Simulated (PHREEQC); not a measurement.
**Silver or lead bath: speciation**

Consider water at 25 °C with 0.13 mol/kgw Pb(NO3)2, 4.8e-05 mol/kgw KBr and 3.4e-05 mol/kgw Cu(NO3)2. Closed to the air; pH follows from the charge balance.

The numbers come from PHREEQC with the ion-association model, phreeqc.dat.

Each row changes one thing in this solution. No solid was allowed to form.

```tsv
case	pH	ionic strength (mol/kgw)	NO3- (mol/kgw)	Pb+2 (mol/kgw)	PbNO3+ (mol/kgw)	Pb2OH+3 (mol/kgw)	SI of Pb(OH)2 (Pb(OH)2)
as made	4.27	0.275	0.203	0.0724	0.0575	5.77e-5	-1.29
diluted 100-fold with water	5.35	0.00382	0.00256	0.00126	3.65e-5	1.67e-7	-0.46
KBr from 4.8e-05 to 9.6e-05 mol/kgw	4.27	0.275	0.203	0.0723	0.0575	5.77e-5	-1.29
Pb(NO3)2 from 0.13 to 0.143 mol/kgw	4.25	0.298	0.221	0.0773	0.0656	6.22e-5	(withheld)
diluted 5-fold with water	4.72	0.0667	(withheld)	0.0203	0.00568	1.17e-5	-0.78
temperature from 25 to 65 °C	4.26	0.281	0.206	0.0754	0.0544	6.21e-5	-0.13
```

### Question
Fill in the missing entries.

### Answer

- Pb(NO3)2 from 0.13 to 0.143 mol/kgw, SI of Pb(OH)2 (Pb(OH)2): -1.31
- diluted 5-fold with water, NO3- (mol/kgw): 0.0463

Constants without temperature data keep their 25 °C values here.
